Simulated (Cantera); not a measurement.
A closed system holds: 1 mol B2H6, 0.11 mol NH3, held at 1.33 mbar.

Cantera equilibrium calculation (NASA polynomials, part measured and part estimated; ideal gas, pure solids and liquids). Candidate condensed phases: B, BN; 15 gas species. The feed counts by its element totals alone. Mutual solubility and eutectic melting of coexisting phases are not modelled. The tables' values for BH2 are old estimates; treat these amounts as uncertain. Rates play no part. All values below are at 1573 K.

Base state: H2 0.999, H 0.00111, N2 2.62e-5, BH2 2.03e-5 (mole fractions); condensed: B(s) + BN(s).

Task: What changes in the equilibrium state with this change: pressure from 1.33 mbar to 14.0 mbar?

Result: 
| species | before | after |
|---|---|---|
| H2 | 0.999 | 1.000 |
| H | 0.00111 | 0.000344 |
| BH2 | 2.03e-5 | 2.03e-5 |
| N2 | 2.62e-5 | 2.49e-6 |
| B(s), mol | 1.89 | 1.89 |
| BN(s), mol | 0.110 | 0.110 |

Task: What changes in the equilibrium state with this change: pressure from 1.33 mbar to 10.0 mbar?

Result: 
```
species      before     after
----------  -------  --------
H2            0.999     1.000
H           0.00111  0.000406
BH2         2.03e-5   2.03e-5
N2          2.62e-5   3.49e-6
B(s), mol      1.89      1.89
BN(s), mol    0.110     0.110
```
